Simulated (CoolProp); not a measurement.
A Linde-Hampson liquefier for methane: isothermal reversible compression at 280 K from 1 atm to 10 MPa, throttling to 1 atm, return gas leaving the recuperator 0 K below the feed. Each further row changes one setting.

Computed with CoolProp (reference Helmholtz-energy equation of state, Setzmann 1991).

| case | liquid yield per pass | compression work (kJ/kg of gas) |
|---|---|---|
| as stated | [?] | 636 |
| high pressure 20 MPa | 0.239 | [?] |
| warm-end temperature 310 K | [?] | 716 |
| warm-end gap 5 K | 0.123 | 636 |

Q: Some entries are withheld; supply them.

A: 
- as stated, liquid yield per pass: 0.134
- high pressure 20 MPa, compression work (kJ/kg of gas): 714
- warm-end temperature 310 K, liquid yield per pass: 0.098
